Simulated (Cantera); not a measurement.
# Equilibrium for iron carbonyl, mercury and lead vapours: PbO + H2 + O2

Input: 1 mol PbO, a varied amount of H2, 0.23 mol O2, equilibrated at 1.00 bar.

Equilibrium computed with Cantera from the NASA thermochemical tables; the gas is ideal and each condensed phase is pure. Candidate condensed phases: H2O, Pb, PbO, PbO2, Pb3O4; 12 gas species. Each liquid is taken as pure. Mutual solubility and eutectic melting of coexisting phases are not modelled. Kinetics and transport are ignored.

Stable condensed phases:

```
T in K \ n(H2) in mol
         0.62  1.4  3.3  7.7   18   41   96
   1575     A    A    B    B    B    C    C
   1525     A    A    B    B    B    C    C
   1475     A    A    B    B    B    B    C
   1425     A    A    B    B    B    B    C
   1375     A    A    B    B    B    B    B
   1325     A    A    B    B    B    B    B
   1275     A    A    B    B    B    B    B
   1225     A    A    B    B    B    B    B
   1175     A    A    B    B    B    B    B
```

A: Pb + PbO; B: Pb; C: gas only.
